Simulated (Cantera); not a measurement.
**Equilibrium for oxide etching and cleaning by halides: SiO₂ + HBr + N₂**

Input: 1 mol SiO₂, 1.3 mol HBr, 9.3 mol N₂, held at 1.40 Pa.

These are equilibrium values from Cantera (NASA tables, ideal gas, pure condensed phases), not measurements of a reactor. Candidate condensed phases: Br₂, H₂O, Si, SiO₂, Si₂N₂O, Si₃N₄; 45 gas species. The tables hold silica as quartz up to 1696 K and as liquid above; real silica turns to tridymite and cristobalite and melts near 1996 K. Equilibrium is a limit: real reactors are often held back by kinetics, nucleation or transport.

From 1300 K to 1575 K the condensed part is SiO₂(β-quartz). The main Si-bearing gas is SiO throughout.

```
T (K)  log p N₂  log p Br  log p HBr  log p H₂  log p SiO  log p H₂O  log p H  n SiO₂(β-quartz)
-----  --------  --------  ---------  --------  ---------  ---------  -------  ----------------
1300      -4.92     -6.25      -5.95     -6.55      -9.11      -9.11    -9.23             0.999
1325      -4.92     -6.19      -5.98     -6.50      -8.88      -8.88    -9.04             0.999
1350      -4.92     -6.14      -6.02     -6.45      -8.66      -8.66    -8.85             0.998
1375      -4.92     -6.10      -6.06     -6.40      -8.44      -8.44    -8.67             0.997
1400      -4.92     -6.06      -6.10     -6.37      -8.24      -8.24    -8.50             0.995
1425      -4.93     -6.02      -6.15     -6.33      -8.05      -8.05    -8.33             0.993
1450      -4.93     -5.99      -6.20     -6.30      -7.86      -7.86    -8.18             0.989
1475      -4.93     -5.96      -6.26     -6.28      -7.68      -7.68    -8.03             0.984
1500      -4.93     -5.94      -6.32     -6.27      -7.52      -7.52    -7.89             0.976
1525      -4.93     -5.91      -6.38     -6.26      -7.36      -7.36    -7.75             0.965
1550      -4.93     -5.90      -6.44     -6.25      -7.20      -7.21    -7.63             0.950
1575      -4.93     -5.88      -6.51     -6.26      -7.06      -7.06    -7.51             0.931
```
log p: log10 of the partial pressure in bar; n: condensed amount in mol.
